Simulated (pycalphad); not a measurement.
Source of the numbers: pycalphad with the COST 507 light-alloy database (1999); pressure 1 atm. The database dates from 1999; later assessments differ in places, in temperatures and in the compounds included. Phase fractions are per mole of atoms. Kinetics are ignored, which matters at the lower temperatures.

Question: Give the equilibrium state of Hf-21.8C (at.%) at 2900 K.

Answer: 
```
T = 2900.00 K, P = 101325 Pa, N = 1 mol of atoms
G = -263181 J/mol, H = 44857 J/mol, S = 106.22 J/(mol K)  (SER reference)
chemical potentials (J/mol): Hf -256014, C -288891
phase             fraction      x(Hf)       x(C)
FCC_A1              0.5206     0.6542     0.3458
LIQUID              0.4794     0.9208     0.0792
```

Question: Give the equilibrium state of Hf-21.8C (at.%) at 500 K.

Answer: 
```
T = 500.00 K, P = 101325 Pa, N = 1 mol of atoms
G = -73394 J/mol, H = -50859 J/mol, S = 45.07 J/(mol K)  (SER reference)
chemical potentials (J/mol): Hf -23399, C -252733
phase             fraction      x(Hf)       x(C)
FCC_A1              0.5614     0.6213     0.3787
HCP_A3              0.4386     0.9876     0.0124
```

FCC_A1 is fcc; HCP_A3 is hcp. The fcc model also describes the rock-salt carbide or nitride (TiC, TiN, HfC).
